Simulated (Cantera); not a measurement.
A perfectly stirred reactor is fed with C₂H₆ : O₂ : N₂ : H₂O = 1 : 2.69 : 10.1 : 1.4 (molar parts), equivalence ratio 1.3, at 101000 Pa; it is adiabatic with a 450 K inlet, and is followed from long to short residence time, starting on the burning branch (τ in s: 0.45, 0.22, 0.11, 0.052, 0.025, 0.012, 0.0061, 0.003, 0.0015, 0.00071, 0.00035, 0.00017, 8.3e-05).

Cantera simulation using GRI-Mech 3.0 (53 species, 325 reactions); the numbers are that mechanism's predictions, not measurements.

Q: What does this change do: inlet temperature 450 to 625 K?

A: 
| quantity | before | after |
|---|---|---|
| blow-out, bracketed by the residence times tried | burning at 0.350 ms, out at 0.170 ms | burning at 0.170 ms, out at 83.0 µs |
| x(C₂H₆) at τ = 0.450 s | 1.72e-7 | 8.34e-8 |
| x(O₂) at τ = 0.450 s | 4.95e-5 | 7.88e-5 |
| x(H₂O) at τ = 0.450 s | 0.224 | 0.225 |
| x(CH₂O) at τ = 0.450 s | 4.21e-7 | 2.64e-7 |
| x(CH₄) at τ = 0.450 s | 1.10e-5 | 4.25e-6 |
| x(C₂H₆) at τ = 6.10 ms | 5.96e-6 | 3.72e-6 |
| x(O₂) at τ = 6.10 ms | 0.000858 | 0.00103 |
| x(H₂O) at τ = 6.10 ms | 0.220 | 0.220 |
| x(CH₂O) at τ = 6.10 ms | 5.77e-6 | 4.30e-6 |
| x(CH₄) at τ = 6.10 ms | 2.78e-5 | 1.54e-5 |
